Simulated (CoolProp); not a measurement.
Values from CoolProp's reference Helmholtz-energy equation of state, Platzer 1990. This equation is an older, rougher fit.

**Question.** For CF4 (R14), give the phase and the Joule-Thomson coefficient (K/MPa) at 427.8 K and 0.0122 MPa; 234.4 K and 0.0329 MPa; 429.3 K and 3.11 MPa.

**Answer.** 
- 427.8 K and 0.0122 MPa: gas; Joule-Thomson coefficient 2.42
- 234.4 K and 0.0329 MPa: gas; Joule-Thomson coefficient 9.56
- 429.3 K and 3.11 MPa: gas; Joule-Thomson coefficient 2.17
